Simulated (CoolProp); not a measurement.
Properties of carbon monoxide along the isobar 7.9 bar.

Values from CoolProp's reference Helmholtz-energy equation of state, Lemmon 2006. It is a short technical equation, of lower accuracy than the large ones.

```json
[
 {"T (°C)": "-190.45", "phase": "liquid", "density (kg/m³)": "790.3", "cv (kJ/(kg K))": "1.136", "Joule-Thomson coefficient (K/MPa)": "-0.3199", "isothermal compressibility (1/MPa)": "0.003203", "expansivity (1/kK)": "5.546"},
 {"T (°C)": "-168.45", "phase": "liquid", "density (kg/m³)": "679.6", "cv (kJ/(kg K))": "1.018", "Joule-Thomson coefficient (K/MPa)": "-0.04271", "isothermal compressibility (1/MPa)": "0.008812", "expansivity (1/kK)": "8.886"},
 {"T (°C)": "-146.35", "phase": "gas", "density (kg/m³)": "23.13", "cv (kJ/(kg K))": "0.7787", "Joule-Thomson coefficient (K/MPa)": "11.79", "isothermal compressibility (1/MPa)": "1.405", "expansivity (1/kK)": "10.48"},
 {"T (°C)": "-124.35", "phase": "gas", "density (kg/m³)": "18.93", "cv (kJ/(kg K))": "0.7596", "Joule-Thomson coefficient (K/MPa)": "8.766", "isothermal compressibility (1/MPa)": "1.342", "expansivity (1/kK)": "7.984"},
 {"T (°C)": "-102.35", "phase": "gas", "density (kg/m³)": "16.15", "cv (kJ/(kg K))": "0.7523", "Joule-Thomson coefficient (K/MPa)": "6.875", "isothermal compressibility (1/MPa)": "1.313", "expansivity (1/kK)": "6.570"},
 {"T (°C)": "-80.25", "phase": "gas", "density (kg/m³)": "14.13", "cv (kJ/(kg K))": "0.7487", "Joule-Thomson coefficient (K/MPa)": "5.562", "isothermal compressibility (1/MPa)": "1.296", "expansivity (1/kK)": "5.625"},
 {"T (°C)": "-58.25", "phase": "gas", "density (kg/m³)": "12.58", "cv (kJ/(kg K))": "0.7469", "Joule-Thomson coefficient (K/MPa)": "4.602", "isothermal compressibility (1/MPa)": "1.285", "expansivity (1/kK)": "4.942"},
 {"T (°C)": "-36.25", "phase": "gas", "density (kg/m³)": "11.35", "cv (kJ/(kg K))": "0.7459", "Joule-Thomson coefficient (K/MPa)": "3.863", "isothermal compressibility (1/MPa)": "1.279", "expansivity (1/kK)": "4.418"},
 {"T (°C)": "-14.15", "phase": "gas", "density (kg/m³)": "10.35", "cv (kJ/(kg K))": "0.7454", "Joule-Thomson coefficient (K/MPa)": "3.273", "isothermal compressibility (1/MPa)": "1.274", "expansivity (1/kK)": "4.000"},
 {"T (°C)": "7.85", "phase": "gas", "density (kg/m³)": "9.510", "cv (kJ/(kg K))": "0.7453", "Joule-Thomson coefficient (K/MPa)": "2.795", "isothermal compressibility (1/MPa)": "1.271", "expansivity (1/kK)": "3.659"},
 {"T (°C)": "29.85", "phase": "gas", "density (kg/m³)": "8.803", "cv (kJ/(kg K))": "0.7455", "Joule-Thomson coefficient (K/MPa)": "2.397", "isothermal compressibility (1/MPa)": "1.268", "expansivity (1/kK)": "3.374"},
 {"T (°C)": "51.95", "phase": "gas", "density (kg/m³)": "8.193", "cv (kJ/(kg K))": "0.7462", "Joule-Thomson coefficient (K/MPa)": "2.059", "isothermal compressibility (1/MPa)": "1.267", "expansivity (1/kK)": "3.131"}
]
```
